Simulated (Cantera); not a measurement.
Feed: 1 mol FeS, 0.83 mol O₂, 0.32 mol CO₂, 0.2 mol H₂S, at 975 K and 1 atm.

Equilibrium computed with Cantera from the NASA thermochemical tables; the gas is ideal and each condensed phase is pure. Candidate condensed phases: C, C₆H₆, C₇H₈, C₈H₁₈, Fe, Fe(CO)₅, FeO, Fe(OH)₂, Fe(OH)₃, FeS, FeSO₄, FeS₂, Fe₂O₃, Fe₂(SO₄)₃, Fe₃O₄, H₂O, H₂SO₄, S; 127 gas species. FeS: taken at fixed stoichiometry. Gases not in the tables: S₃ to S₇. Equilibrium is a limit: real reactors are often held back by kinetics, nucleation or transport.

Base state: SO₂ 0.486, CO₂ 0.307, H₂O 0.188, S₂ 0.0122, H₂S 0.00433, S₂O 0.00151, CO 0.000223, H₂ 0.000218 (mole fractions); condensed: FeS(s) + Fe₃O₄(s).

Problem. What changes in the equilibrium state with this change: O₂ from 0.83 to 0.2 mol?

Solution. 
```tsv
species	before	after
CO₂	0.307	0.480
H₂O	0.188	0.270
SO₂	0.486	0.166
H₂S	0.00433	0.0305
S₂	0.0122	0.0493
COS	0.000140	0.00107
CO	0.000223	0.000846
FeS(s), mol	0.661	1.00
Fe₃O₄(s), mol	0.113	0
```
